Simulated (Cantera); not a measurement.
Equilibrium for carbon deposition, reforming and gasification: C₆H₆ + H₂O + N₂ + H₂

Charge: 1 mol C₆H₆, 0.14 mol H₂O, 0.3 mol N₂, 0.00026 mol H₂, held at 100000 Pa.

These are equilibrium values from Cantera (NASA tables, ideal gas, pure condensed phases), not measurements of a reactor. Candidate condensed phases: C, C₆H₆, C₇H₈, C₈H₁₈, H₂O; 136 gas species. Equilibrium is a limit: real reactors are often held back by kinetics, nucleation or transport.

From 1573 K to 2173 K the condensed part is C(graphite). The main C-bearing gas is CO throughout.

```
T (K)   x H₂    x N₂    x CO     x HCN       x H  n C(graphite)
-----  -----  ------  ------  --------  --------  -------------
1573   0.875  0.0837  0.0391  0.000467   3.80e-5           5.85
1673   0.875  0.0834  0.0391  0.000852  0.000107           5.85
1773   0.875  0.0831  0.0391   0.00145  0.000266           5.85
1873   0.875  0.0826  0.0391   0.00232  0.000604           5.85
1973   0.873  0.0819  0.0391   0.00354   0.00126           5.84
2073   0.871  0.0810  0.0391   0.00516   0.00245           5.83
2173   0.867  0.0797  0.0390   0.00725   0.00449           5.82
```
x: gas mole fraction; n: condensed amount in mol.
